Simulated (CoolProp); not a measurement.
Vapour-liquid equilibrium of ethylene (1) + ethane (2) at 1.24 MPa; x and y are mole fractions of (1).

Computed with CoolProp (multi-fluid Helmholtz-energy mixture model, Smukala 2000 and Bücker 2006; pair parameters Bell 2016).

Give the bubble temperature and the first vapour's composition at x = 0.05, 0.25, 0.75. Is there an azeotrope?

x = 0.05: -26.4 °C, y = 0.082; x = 0.25: -31.7 °C, y = 0.353; x = 0.75: -41.2 °C, y = 0.824. No azeotrope shows between x = 0.05 and 0.95.

Pair parameters are fitted to limited data, so mixtures are less certain than the pure fluids.
